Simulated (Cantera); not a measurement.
A Cantera script and its output.

```python
import numpy as np
import cantera as ct

gas = ct.Solution("gri30.yaml")
gas.TPX = 1048, 1000000, {'CH3OH': 0.0087, 'O2': 0.0088, 'N2': 1}
reactor = ct.IdealGasConstPressureReactor(gas, energy="off", clone=False)
net = ct.ReactorNet([reactor])
net.rtol, net.atol = 1e-08, 1e-18
show = ['CH3OH', 'O2', 'HCO', 'H2O', 'CH2CO']
times = np.geomspace(7e-05, 30, 11)

steps = ct.SolutionArray(gas, extra=["t"])
rows = []
print(f"{'t/s':>10s}{'T/K':>9s}{'P/Pa':>11s}" + "".join(f"{s:>11s}" for s in show))
for t in times:
    while net.time < t:
        t_next = net.step()
        steps.append(gas.state, t=t_next)
    rows.append([np.interp(t, steps.t, y) for y in (steps.T, steps.P, *steps(*show).X.T)])
    print(f"{t:10.3e}{rows[-1][0]:9.1f}{rows[-1][1]:11.4g}" + "".join(f"{x:11.3e}" for x in rows[-1][2:]))
rate = np.gradient(steps.T, steps.t)
print("integrator steps:", len(steps.t))
if steps.T.max() > steps.T[0] + 200:
    print(f"time of steepest temperature rise: {steps.t[rate.argmax()]:.4e} s")
gas.TPX = 1048, 1000000, {'CH3OH': 0.0087, 'O2': 0.0088, 'N2': 1}
gas.equilibrate("TP")
print(f"equilibrium (TP): T = {gas.T:.1f} K  " + "  ".join(f"{s} {gas[s].X[0]:.3e}" for s in show))
```

Result:

```
       t/s      T/K       P/Pa      CH3OH         O2        HCO        H2O      CH2CO
 7.000e-05   1048.0      1e+06  8.550e-03  8.649e-03  3.368e-17  6.913e-10  1.066e-19
 2.560e-04   1048.0      1e+06  8.550e-03  8.649e-03  1.389e-16  2.542e-09  1.430e-18
 9.365e-04   1048.0      1e+06  8.550e-03  8.649e-03  5.720e-16  9.341e-09  1.917e-17
 3.425e-03   1048.0      1e+06  8.550e-03  8.649e-03  2.648e-15  3.511e-08  2.581e-16
 1.253e-02   1048.0      1e+06  8.550e-03  8.648e-03  2.145e-14  1.782e-07  3.586e-15
 4.583e-02   1048.0      1e+06  8.542e-03  8.645e-03  1.346e-12  4.389e-06  8.887e-14
 1.676e-01   1048.0      1e+06  2.842e-08  1.123e-03  1.523e-10  1.322e-02  1.112e-10
 6.131e-01   1048.0      1e+06  1.542e-11  5.651e-05  1.048e-10  1.439e-02  3.290e-12
 2.242e+00   1048.0      1e+06  9.861e-13  6.155e-08  2.975e-11  1.428e-02  8.009e-13
 8.202e+00   1048.0      1e+06  2.402e-13  9.031e-10  5.798e-12  1.418e-02  1.571e-13
 3.000e+01   1048.0      1e+06  1.351e-13  4.490e-12  2.220e-12  1.407e-02  6.449e-14
integrator steps: 2918
equilibrium (TP): T = 1048.0 K  CH3OH 1.321e-13  O2 4.563e-20  HCO 9.787e-14  H2O 1.122e-02  CH2CO 2.181e-15
```

Detailed kinetics in Cantera: GRI-Mech 3.0 (53 species, 325 reactions). GRI-Mech 3.0 was tuned for natural gas; its chemistry of methanol as a main component is partial and can be far from experiment.
